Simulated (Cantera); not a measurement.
## Equilibrium for sublimation and decomposition of ceramics: TiC + C + H2

A closed system holds: 1 mol TiC, 0.011 mol C, 0.4 mol H2, held at 2675 K and 1.00 bar.

Method: chemical equilibrium by Gibbs-energy minimisation in Cantera with the NASA 1993 tables (ideal gas, pure condensed phases). Candidate condensed phases: C, C6H6, C7H8, C8H18, Ti, TiC; 77 gas species. TiC: taken at fixed stoichiometry. The numbers say what is thermodynamically allowed, not how fast it happens.

| Property | Result |
|---|---|
| x(H2) | 0.937 |
| x(H) | 0.0500 |
| x(C2H2 (acetylene)) | 0.0131 |
| x(CH4) | 8.16e-5 |
| x(C4H2) | 7.58e-5 |
| x(CH3) | 7.51e-5 |
| x(C2H) | 7.08e-5 |
| x(C2H2 (vinylidene)) | 1.77e-5 |
| x(Ti) | 1.58e-5 |
| n(TiC(s)) | 1.000 mol |
| gas amount | 0.4102 mol |
| log10 activity of C(graphite) (absent) | -0.09 |
| log10 activity of Ti(l) (absent) | -2.64 |
